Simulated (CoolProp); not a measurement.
Vapour-liquid equilibrium of R22 (1) + R115 (2) at 0.0325 MPa; x and y are mole fractions of (1).

Computed with CoolProp (multi-fluid Helmholtz-energy mixture model, Kamei 1995 and Lemmon 2016; pair parameters Bell 2016).

```csv
x,"bubble temperature, mixture model (K)","bubble temperature, Raoult's law (K)","y, mixture model","y, Raoult's law"
0.05,209.3,211.3,0.151,0.052
0.125,207.7,211.3,0.269,0.129
0.2,206.9,211.2,0.333,0.206
0.275,206.5,211.2,0.375,0.283
0.35,206.3,211.1,0.407,0.359
0.425,206.3,211.1,0.437,0.434
0.5,206.3,211.0,0.469,0.509
0.575,206.4,211.0,0.506,0.584
0.65,206.7,210.9,0.553,0.659
0.725,207.1,210.9,0.611,0.732
0.8,207.8,210.8,0.686,0.806
0.875,208.7,210.8,0.782,0.879
0.95,209.8,210.7,0.903,0.952
```

The largest gap from Raoult's law is -4.8 K in bubble temperature, at x = 0.425. y crosses x between x = 0.425 and 0.5: the model has an azeotrope there.

The pair parameters rest on a limited set of measurements; away from them the model extrapolates.
